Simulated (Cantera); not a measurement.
What does this Cantera script print?

```python
import numpy as np
import cantera as ct

gas = ct.Solution("gri30.yaml")
gas.TPX = 1775, 13000, {'CH4': 1, 'H2O': 4}
inlet = ct.Reservoir(gas, clone=True)

reactor = ct.IdealGasConstPressureReactor(gas, energy="off", clone=False)
exhaust = ct.Reservoir(gas, clone=True)
tau = [2.5, 1.3, 0.62, 0.31, 0.15, 0.075, 0.037, 0.018, 0.0091, 0.0045][0]
for a, b in ((inlet, reactor), (reactor, exhaust)):
    ct.MassFlowController(a, b, mdot=lambda t: reactor.mass / tau)
net = ct.ReactorNet([reactor])
show = ['CH4', 'H2O', 'O2', 'C2H', 'OH', 'CH2']

rows = []
print(f"{'tau/s':>10s}{'T/K':>9s}" + "".join(f"{s:>11s}" for s in show))
for tau in [2.5, 1.3, 0.62, 0.31, 0.15, 0.075, 0.037, 0.018, 0.0091, 0.0045]:
    net.initial_time = 0.0
    net.advance(30 * tau)
    before = gas.X
    net.advance(40 * tau)
    drift = np.max(np.abs(gas.X - before) / (gas.X + 1e-9))
    rows.append([gas.T, *gas[show].X, drift])
    print(f"{tau:10.3e}{gas.T:9.1f}" + "".join(f"{x:11.3e}" for x in gas[show].X))
```

It prints:

```
     tau/s      T/K        CH4        H2O         O2        C2H         OH        CH2
 2.500e+00   1775.0  8.201e-03  4.300e-01  1.144e-08  4.226e-08  3.124e-05  2.579e-07
 1.300e+00   1775.0  1.167e-02  4.491e-01  1.237e-08  8.188e-08  3.321e-05  3.898e-07
 6.200e-01   1775.0  1.669e-02  4.807e-01  1.396e-08  1.528e-07  3.652e-05  6.031e-07
 3.100e-01   1775.0  2.259e-02  5.192e-01  1.616e-08  2.422e-07  4.066e-05  8.800e-07
 1.500e-01   1775.0  3.045e-02  5.656e-01  1.933e-08  3.452e-07  4.570e-05  1.261e-06
 7.500e-02   1775.0  4.040e-02  6.108e-01  2.312e-08  4.271e-07  5.042e-05  1.705e-06
 3.700e-02   1775.0  5.425e-02  6.534e-01  2.741e-08  4.649e-07  5.424e-05  2.211e-06
 1.800e-02   1775.0  7.344e-02  6.904e-01  3.157e-08  4.390e-07  5.664e-05  2.732e-06
 9.100e-03   1775.0  9.637e-02  7.199e-01  3.409e-08  3.603e-07  5.770e-05  3.184e-06
 4.500e-03   1775.0  1.233e-01  7.463e-01  3.269e-08  2.450e-07  5.772e-05  3.536e-06
```

Model: GRI-Mech 3.0 (53 species, 325 reactions), integrated in Cantera.
